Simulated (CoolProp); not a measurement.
100 sccm (0 °C, 1 atm) of nitrogen bubbles through liquid octamethyltrisiloxane (MDM) at 321.5 K and leaves saturated at a total pressure of 0.0495 MPa (ideal gas phase). Each further row changes one setting.

Computed with CoolProp (reference Helmholtz-energy equation of state, Thol 2017).

| case | vapour pressure (kPa) | mole fraction of vapour | delivery (mg/min) | delivery (sccm) | change of delivery for a bath 1 K warmer (%) |
|---|---|---|---|---|---|
| as stated | 2.00 | 0.0404 | 44.5 | ? | 5.8 |
| bath temperature 326.5 K | ? | 0.0527 | ? | 5.56 | 5.6 |
| total pressure 0.099 MPa | 2.00 | 0.0202 | 21.8 | 2.06 | 5.6 |

### Question
Complete the blanks.

### Answer

- as stated, delivery (sccm): 4.21
- bath temperature 326.5 K, vapour pressure (kPa): 2.61
- bath temperature 326.5 K, delivery (mg/min): 58.7
